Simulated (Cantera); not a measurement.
Input (Python, Cantera):

```python
import numpy as np
import cantera as ct

gas = ct.Solution("gri30.yaml")
gas.TPX = 1225, 13332, {'N2O': 1, 'H2': 0.024, 'N2': 3.4}
reactor = ct.IdealGasConstPressureReactor(gas, energy="off", clone=False)
net = ct.ReactorNet([reactor])
net.rtol, net.atol = 1e-08, 1e-18
show = ['N2O', 'H2', 'NO', 'O2', 'OH', 'H2O']
times = np.geomspace(3e-05, 90, 10)

steps = ct.SolutionArray(gas, extra=["t"])
rows = []
print(f"{'t/s':>10s}{'T/K':>9s}{'P/Pa':>11s}" + "".join(f"{s:>11s}" for s in show))
for t in times:
    while net.time < t:
        t_next = net.step()
        steps.append(gas.state, t=t_next)
    rows.append([np.interp(t, steps.t, y) for y in (steps.T, steps.P, *steps(*show).X.T)])
    print(f"{t:10.3e}{rows[-1][0]:9.1f}{rows[-1][1]:11.4g}" + "".join(f"{x:11.3e}" for x in rows[-1][2:]))
rate = np.gradient(steps.T, steps.t)
print("integrator steps:", len(steps.t))
if steps.T.max() > steps.T[0] + 200:
    print(f"time of steepest temperature rise: {steps.t[rate.argmax()]:.4e} s")
gas.TPX = 1225, 13332, {'N2O': 1, 'H2': 0.024, 'N2': 3.4}
gas.equilibrate("TP")
print(f"equilibrium (TP): T = {gas.T:.1f} K  " + "  ".join(f"{s} {gas[s].X[0]:.3e}" for s in show))
```

It prints:

```
       t/s      T/K       P/Pa        N2O         H2         NO         O2         OH        H2O
 3.000e-05   1225.0  1.333e+04  2.260e-01  5.425e-03  7.946e-09  2.942e-08  3.324e-08  5.693e-09
 1.573e-04   1225.0  1.333e+04  2.260e-01  5.424e-03  1.689e-07  5.613e-07  7.231e-07  7.174e-07
 8.251e-04   1225.0  1.333e+04  2.260e-01  5.379e-03  2.415e-06  5.240e-06  6.174e-06  4.090e-05
 4.327e-03   1225.0  1.333e+04  2.250e-01  4.537e-03  2.830e-05  3.539e-05  2.067e-05  8.674e-04
 2.269e-02   1225.0  1.333e+04  2.210e-01  1.100e-03  1.245e-04  2.615e-04  2.081e-05  4.306e-03
 1.190e-01   1225.0  1.333e+04  2.168e-01  2.323e-05  4.078e-04  1.515e-03  9.128e-06  5.387e-03
 6.240e-01   1225.0  1.333e+04  2.012e-01  3.695e-08  1.856e-03  7.768e-03  9.906e-06  5.372e-03
 3.273e+00   1225.0  1.333e+04  1.377e-01  3.611e-08  7.761e-03  3.341e-02  1.036e-05  5.217e-03
 1.716e+01   1225.0  1.333e+04  2.363e-02  3.475e-08  1.768e-02  7.983e-02  8.582e-06  4.939e-03
 9.000e+01   1225.0  1.333e+04  7.581e-05  1.236e-09  1.889e-02  8.981e-02  1.444e-06  4.886e-03
integrator steps: 2059
equilibrium (TP): T = 1225.0 K  N2O 4.669e-09  H2 9.041e-10  NO 1.738e-04  O2 9.926e-02  OH 1.270e-06  H2O 4.885e-03
```

Detailed kinetics in Cantera: GRI-Mech 3.0 (53 species, 325 reactions). GRI-Mech 3.0 was tuned for natural gas; its chemistry of N2O as a main component is partial and can be far from experiment. The mechanism lacks the step 2 NO + O2 → 2 NO2, which can matter for NO2 below about 1400 K. The temperature is held fixed by assumption; the heat of reaction is taken as removed at once.
